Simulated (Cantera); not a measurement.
Feed: 1 mol Si2Cl6, 0.052 mol Cl2, 230 mol N2, equilibrated at 1273.15 K and 1.95 Torr.

Method: chemical equilibrium by Gibbs-energy minimisation in Cantera with the NASA 1993 tables (ideal gas, pure condensed phases). Candidate condensed phases: Si, Si3N4; 13 gas species. The feed counts by its element totals alone. N2 is the only nitrogen source here; it is nearly inert below about 1500 K, so the nitride shown seldom forms there in practice. The tables' values for SiCl3 are old estimates; treat these amounts as uncertain. Equilibrium is a limit: real reactors are often held back by kinetics, nucleation or transport.

Base state: N2 0.992, SiCl4 0.00430, SiCl2 0.00261, SiCl3 0.00131 (mole fractions); condensed: Si3N4(s).

Problem. What changes in the equilibrium state with this change: temperature from 1273.15 K to 1698 K?

Solution. 
| species | before | after |
|---|---|---|
| N2 | 0.992 | 0.984 |
| Cl | 8.32e-6 | 0.00742 |
| SiCl2 | 0.00261 | 0.00726 |
| SiCl4 | 0.00430 | 0.000279 |
| SiCl3 | 0.00131 | 0.00101 |
| Si3N4(s), mol | 0.0322 | 0 |
